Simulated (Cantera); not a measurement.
Input: 1 mol Al, 0.81 mol HCl, 38 mol N2, at 0.0130 bar.

Method: chemical equilibrium by Gibbs-energy minimisation in Cantera with the NASA 1993 tables (ideal gas, pure condensed phases). Candidate condensed phases: Al, AlCl3, AlN, NH4Cl; 20 gas species. The tables' values for AlCl2 are old estimates; treat these amounts as uncertain. Equilibrium is a limit: real reactors are often held back by kinetics, nucleation or transport.

Q: At 1500 °C, list the 5 most abundant gas species with their mole fractions, and the condensed phases.

A: N2 0.969, AlCl 0.0199, H2 0.00997, HCl 0.000527, H 0.000249. Condensed: AlN(s).
